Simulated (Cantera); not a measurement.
Cantera run, input and output.

```python
import numpy as np
import cantera as ct

gas = ct.Solution("h2o2.yaml")
gas.TPX = 500, 100000, {'H2': 1, 'O2': 0.385, 'N2': 1.65}
flame = ct.FreeFlame(gas, width=0.04)
flame.set_refine_criteria(ratio=3, slope=0.08, curve=0.16)
flame.transport_model = "mixture-averaged"
flame.solve(loglevel=0, auto=True)
flame.transport_model = "multicomponent"
flame.soret_enabled = True
flame.solve(loglevel=0, refine_grid=True)
z, T = flame.grid, flame.T
thick = (T[-1] - T[0]) / np.gradient(T, z).max()
show = ['H2', 'O2', 'OH', 'H', 'H2O2', 'O']
print(f"laminar burning velocity  {flame.velocity[0] * 100:.3f} cm/s")
print(f"burnt temperature         {T[-1]:.1f} K")
print(f"thermal thickness         {thick * 1e3:.4f} mm")
print(f"grid points               {len(z)}")
z0 = z[flame.heat_release_rate.argmax()]
print(f"{'z/mm':>9s}{'T/K':>9s}{'u/(m/s)':>9s}" + "".join(f"{s:>11s}" for s in show))
rows = []
for k in (-3, -2, -1.5, -1, -0.5, -0.25, 0, 0.25, 0.5, 1, 2, 4, 8):
    zz = z0 + k * thick
    rows.append([k * thick, np.interp(zz, z, T), np.interp(zz, z, flame.velocity),
                 *(np.interp(zz, z, flame.X[gas.species_index(s)]) for s in show)])
    print(f"{rows[-1][0] * 1e3:9.3f}{rows[-1][1]:9.1f}{rows[-1][2]:9.3f}" + "".join(f"{x:11.3e}" for x in rows[-1][3:]))
```

Result:

```
laminar burning velocity  523.834 cm/s
burnt temperature         2364.3 K
thermal thickness         0.4293 mm
grid points               131
     z/mm      T/K  u/(m/s)         H2         O2         OH          H       H2O2          O
   -1.288    500.0    5.238  3.295e-01  1.269e-01  1.054e-16  1.699e-16  1.234e-15  6.184e-15
   -0.859    500.0    5.238  3.295e-01  1.269e-01  1.556e-14  2.641e-14  1.946e-13  9.050e-13
   -0.644    500.0    5.238  3.295e-01  1.269e-01  5.549e-13  1.987e-12  7.701e-12  3.224e-11
   -0.429    500.0    5.237  3.293e-01  1.269e-01  3.379e-11  7.967e-10  6.010e-10  1.739e-09
   -0.215    513.3    5.297  3.179e-01  1.287e-01  2.803e-05  4.984e-05  4.953e-06  4.208e-06
   -0.107    745.3    7.439  2.778e-01  1.241e-01  8.328e-04  4.902e-03  2.977e-05  2.369e-04
    0.000   1195.3   11.642  1.853e-01  8.491e-02  2.707e-03  3.555e-02  4.407e-06  3.919e-03
    0.107   1504.5   14.542  1.000e-01  3.028e-02  7.090e-03  6.346e-02  2.430e-06  7.501e-03
    0.215   1647.8   15.847  7.910e-02  1.348e-02  9.464e-03  6.478e-02  1.550e-06  7.182e-03
    0.429   1791.2   17.092  7.812e-02  8.533e-03  1.103e-02  5.434e-02  8.556e-07  6.018e-03
    0.859   1935.6   18.295  8.045e-02  6.117e-03  1.148e-02  4.134e-02  4.480e-07  4.411e-03
    1.717   2072.0   19.395  8.162e-02  3.892e-03  1.072e-02  2.934e-02  2.418e-07  2.777e-03
    3.434   2185.4   20.280  8.189e-02  2.132e-03  8.874e-03  1.959e-02  1.389e-07  1.487e-03
```

Computed with Cantera and the H2/O2 subset of GRI-Mech 3.0, which has no nitrogen chemistry. Burning velocities carry a grid error of a few per cent, more on coarse grids.
